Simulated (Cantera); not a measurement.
Source: NASA polynomial tables (part measured, part estimated), evaluated in Cantera. Values are per mole of reaction as written; species without (g) are pure solids or liquids, kept so even where they would boil at 1 bar. The tables' values for SiF2 are old estimates.

Task: Between 300 and 2273 K, where is each reaction favourable under standard conditions?
- SiF4(g) + 7 H(g) = 4 HF(g) + SiH3(g)
- SiF4(g) = SiF2(g) + 2 F(g)

Result: 
- SiF4(g) + 7 H(g) = 4 HF(g) + SiH3(g): ΔG° is -740 kJ at 300 K and -230 kJ at 2273 K; it stays negative (K > 1). ΔH° is -895 kJ and ΔS° -292 J/K at 2273 K.
- SiF4(g) = SiF2(g) + 2 F(g): ΔG° is 1098 kJ at 300 K and 515 kJ at 2273 K; it stays positive (K < 1). ΔH° is 1180 kJ and ΔS° 292 J/K at 2273 K.
